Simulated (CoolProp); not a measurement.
Vapour-liquid equilibrium of CHF3 (R23) (1) + R152A (2) at 0.114 MPa; x and y are mole fractions of (1).

Model: multi-fluid Helmholtz-energy mixture model, Penoncello 2003 and Outcalt 1996; pair parameters Bell 2016, in CoolProp.

```
x     bubble temperature, mixture model (K)  bubble temperature, Raoult's law (K)  y, mixture model  y, Raoult's law
----  -------------------------------------  ------------------------------------  ----------------  ---------------
0.05                                  243.1                                 241.2             0.347            0.413
0.15                                  230.0                                 227.3             0.691            0.743
0.25                                  220.9                                 218.4             0.835            0.863
0.35                                  214.1                                 212.3             0.905            0.919
0.45                                  208.9                                 207.6             0.943            0.950
0.55                                  204.8                                 203.9             0.965            0.968
0.65                                  201.4                                 200.8             0.979            0.980
0.75                                  198.6                                 198.2             0.988            0.988
0.85                                  196.2                                 196.0             0.994            0.994
0.95                                  194.1                                 194.1             0.998            0.998
```

The largest gap from Raoult's law is +2.7 K in bubble temperature, at x = 0.15. No azeotrope shows between x = 0.05 and 0.95.

The pair parameters rest on a limited set of measurements; away from them the model extrapolates.
